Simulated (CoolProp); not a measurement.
o-xylene along the isobar 0.517 bar: Z from the reference equation and from simpler models built on Tc = 357.1 °C, pc = 37.37 bar, ω = 0.312; each cubic takes its own stable root.

Computed with CoolProp (reference Helmholtz-energy equation of state, Zhou 2012).

```
T (°C)   phase  reference
------  ------  ---------
45.15   liquid   0.002415
60.15   liquid   0.002341
75.25   liquid   0.002275
90.25   liquid   0.002216
105.35  liquid   0.002164
135.45     gas     0.9741
150.55     gas     0.9777
165.55     gas     0.9807
180.65     gas     0.9832
195.65     gas     0.9852
210.75     gas     0.9869
225.75     gas     0.9884
240.85     gas     0.9896
255.85     gas     0.9906
270.95     gas     0.9915
```

Problem. How far does each simpler model (van der Waals, Redlich-Kwong, Soave-Redlich-Kwong, Peng-Robinson) lie from the reference over these 15 states: mean and median of the absolute difference, and the worst?

Solution. 
- van der Waals: mean 14355.8 %, median 1.0 %, worst +45486.9 % at 105.35 °C and 0.517 bar
- Redlich-Kwong: mean 3018.8 %, median 0.6 %, worst +45209.6 % at 105.35 °C and 0.517 bar
- Soave-Redlich-Kwong: mean 4.6 %, median 0.5 %, worst +13.7 % at 45.15 °C and 0.517 bar
- Peng-Robinson: mean 0.3 %, median 0.3 %, worst +1.1 % at 45.15 °C and 0.517 bar

At some of these states van der Waals, Redlich-Kwong gives the other phase, because its saturation line lies elsewhere.
